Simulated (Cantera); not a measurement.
Charge: 1 mol C2H5OH, 0.017 mol NH3, held at 377 °C and 750 Torr.

Cantera equilibrium calculation (NASA polynomials, part measured and part estimated; ideal gas, pure solids and liquids). Candidate condensed phases: C, C6H6, C7H8, C8H18, H2O; 136 gas species. Kinetics and transport are ignored.

Base state: CH4 0.450, H2O 0.366, H2 0.132, CO2 0.0473, N2 0.00390, CO 0.00109, NH3 5.58e-5 (mole fractions); condensed: C(graphite).

What changes in the equilibrium state with this change: temperature from 377 °C to 1152 °C?


| species | before | after |
|---|---|---|
| H2 | 0.132 | 0.747 |
| CO | 0.00109 | 0.248 |
| CH4 | 0.450 | 0.00210 |
| H2O | 0.366 | 0.000563 |
| CO2 | 0.0473 | 8.20e-5 |
| HCN | <1e-9 | 2.40e-5 |
| NH3 | 5.58e-5 | 2.33e-6 |
| C(graphite), mol | 0.921 | 0.994 |

What changes in the equilibrium state with this change: temperature from 377 °C to 2427 °C?


```
species            before     after
----------------  -------  --------
H2                  0.132     0.691
CO                0.00109     0.242
H                   <1e-9    0.0472
CH4                 0.450   5.32e-5
H2O                 0.366   2.57e-6
C2H2 (acetylene)    <1e-9    0.0163
CO2                0.0473   1.34e-7
HCN                 <1e-9   0.00242
HNC                 <1e-9  0.000350
C4H2                <1e-9  0.000160
C(graphite), mol    0.921     0.849
```
